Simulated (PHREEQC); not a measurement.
# Polishing slurry liquid: an equilibrium model

Consider water at 37 °C with 13 mmol/kgw HNO3 and 39 mmol/kgw CuSO4. Closed to the air; pH follows from the charge balance.

Model: ion-association model, wateq4f.dat, run in PHREEQC.

Precipitation was switched off in this run.

Task: Estimate the pH, ionic strength.

Result: pH 2.25; ionic strength 0.0995 mol/kgw.

Task: In which forms is S present?

Result: SO4-2 47 %, CuSO4 37 %, HSO4- 16 % of the S.

Constants without temperature data keep their 25 °C values here.
